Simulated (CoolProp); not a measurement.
Vapour pressure (bar) of octamethyltrisiloxane (MDM): the reference equation beside estimates from Tc = 292.2 °C, pc = 14.38 bar, ω = 0.528.

Model: reference Helmholtz-energy equation of state, Thol 2017, in CoolProp.

```json
[
 {"T (°C)": "6.85", "reference": "0.001378", "Lee-Kesler": "0.001535", "Soave-Redlich-Kwong": "0.001547", "Peng-Robinson": "0.001804"},
 {"T (°C)": "11.65", "reference": "0.001977", "Lee-Kesler": "0.002172", "Soave-Redlich-Kwong": "0.002189", "Peng-Robinson": "0.002525"},
 {"T (°C)": "16.35", "reference": "0.002773", "Lee-Kesler": "0.003010", "Soave-Redlich-Kwong": "0.003034", "Peng-Robinson": "0.003466"},
 {"T (°C)": "21.05", "reference": "0.003838", "Lee-Kesler": "0.004121", "Soave-Redlich-Kwong": "0.004152", "Peng-Robinson": "0.004700"},
 {"T (°C)": "25.85", "reference": "0.005278", "Lee-Kesler": "0.005610", "Soave-Redlich-Kwong": "0.005650", "Peng-Robinson": "0.006338"},
 {"T (°C)": "30.55", "reference": "0.007121", "Lee-Kesler": "0.007502", "Soave-Redlich-Kwong": "0.007552", "Peng-Robinson": "0.008402"},
 {"T (°C)": "35.25", "reference": "0.009496", "Lee-Kesler": "0.009925", "Soave-Redlich-Kwong": "0.009987", "Peng-Robinson": "0.01102"},
 {"T (°C)": "39.95", "reference": "0.01252", "Lee-Kesler": "0.01300", "Soave-Redlich-Kwong": "0.01307", "Peng-Robinson": "0.01432"},
 {"T (°C)": "44.75", "reference": "0.01644", "Lee-Kesler": "0.01695", "Soave-Redlich-Kwong": "0.01703", "Peng-Robinson": "0.01853"},
 {"T (°C)": "49.45", "reference": "0.02123", "Lee-Kesler": "0.02177", "Soave-Redlich-Kwong": "0.02187", "Peng-Robinson": "0.02364"},
 {"T (°C)": "54.15", "reference": "0.02717", "Lee-Kesler": "0.02772", "Soave-Redlich-Kwong": "0.02783", "Peng-Robinson": "0.02989"}
]
```

Absolute difference from the reference over all 11 rows, mean and median: Lee-Kesler 5.9 and 5.4 %, Soave-Redlich-Kwong 6.6 and 6.1 %, Peng-Robinson 19.0 and 18.0 %.
